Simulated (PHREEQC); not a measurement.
Dissolve 0.022 mol/kgw H2SO4 and 5e-05 mol/kgw NiSO4 at 25 °C. Closed to the air; pH follows from the charge balance.

Model: ion-association model, wateq4f.dat, run in PHREEQC.

```
quantity                        before     after
-----------------------------  -------  --------
pH                                1.58      3.38
ionic strength (mol/kgw)        0.0396  0.000646
HSO4- (mol/kgw)                 0.0133   7.97e-6
SO4-2 (mol/kgw)                0.00874  0.000212
Ni+2 (mol/kgw)                 3.56e-5   4.84e-7
NiSO4 (mol/kgw)                1.44e-5   1.59e-8
SI of Morenosite (NiSO4:7H2O)    -4.77     -7.73
SI of Ni(OH)2 (Ni(OH)2)         -12.41    -10.41
```

Task: What was changed between the two runs?
(A) diluted 100-fold with water
(B) H2SO4 from 0.022 to 0.11 mol/kgw
(C) H2SO4 left out
(D) diluted 5-fold with water

Result: A, diluted 100-fold with water

Precipitation was switched off in this run.
